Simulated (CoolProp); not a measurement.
A Linde-Hampson liquefier for ethylene: isothermal reversible compression at 300 K from 1 atm to 30 MPa, throttling to 1 atm, return gas leaving the recuperator 0 K below the feed. Each further row changes one setting.

Computed with CoolProp (reference Helmholtz-energy equation of state, Smukala 2000).

```tsv
case	liquid yield per pass	compression work (kJ/kg of gas)
as stated	___	397
high pressure 60 MPa	0.454	462
warm-end temperature 330 K	___	___
warm-end gap 5 K	0.475	397
```

**Question.** Complete the blanks.

**Answer.** 
- as stated, liquid yield per pass: 0.481
- warm-end temperature 330 K, liquid yield per pass: 0.404
- warm-end temperature 330 K, compression work (kJ/kg of gas): 467
